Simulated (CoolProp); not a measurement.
A closed Brayton cycle with carbon dioxide: compressor inlet 317.15 K and 9.4 MPa, high pressure 19.3 MPa, turbine inlet 945 K, compressor efficiency 0.85, turbine efficiency 0.9, recuperator effectiveness 0.8 (on enthalpy, no pinch check). Each further row changes one setting.

Computed with CoolProp (reference Helmholtz-energy equation of state, Span 1996).

| case | thermal efficiency (%) | net work (kJ/kg) | compressor to turbine work | compressor exit (K) | turbine exit (K) |
|---|---|---|---|---|---|
| as stated | 27.3 | 88.7 | 0.21 | 356.3 | 850.0 |
| turbine inlet 895 K | 26.8 | [?] | 0.22 | 356.3 | 803.3 |
| compressor inlet 327.15 K | 27.1 | [?] | 0.29 | [?] | 850.0 |
| high pressure 16.4 MPa | 23.6 | 70.5 | 0.19 | 347.3 | 871.0 |
| recuperator effectiveness 0.5 | 17.6 | 88.7 | 0.21 | 356.3 | 850.0 |

Complete the blanks.


- turbine inlet 895 K, net work (kJ/kg): 82.3
- compressor inlet 327.15 K, net work (kJ/kg): 79.8
- compressor inlet 327.15 K, compressor exit (K): 382.1
